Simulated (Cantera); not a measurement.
A closed system holds: 1 mol Cr, 0.028 mol H2O, at 1627 °C.

Cantera equilibrium calculation (NASA polynomials, part measured and part estimated; ideal gas, pure solids and liquids). Candidate condensed phases: Cr, Cr2O3, H2O; 13 gas species. Mutual solubility and eutectic melting of coexisting phases are not modelled. The numbers say what is thermodynamically allowed, not how fast it happens.

Q: Which condensed phases are stable at each of these points (P (Pa)): 0.100, 1, 10, 100, 1000, 10000, 100000, 1000000?

A: 
```tsv
P (Pa)	condensed phases	Cr condensed (%)
0.100	gas only	0.0
1	gas only	0.0
10	Cr2O3(s)	0.9
100	Cr(s) + Cr2O3(s)	98.5
1000	Cr(s) + Cr2O3(s)	99.9
10000	Cr(s) + Cr2O3(s)	100.0
100000	Cr(s) + Cr2O3(s)	100.0
1000000	Cr(s) + Cr2O3(s)	100.0
```

From 0.100 Pa to 1.00 Pa nothing is condensed. At 10.0 Pa the condensed part is Cr2O3(s). From 100 Pa to 1000000 Pa the condensed part is Cr(s) + Cr2O3(s).
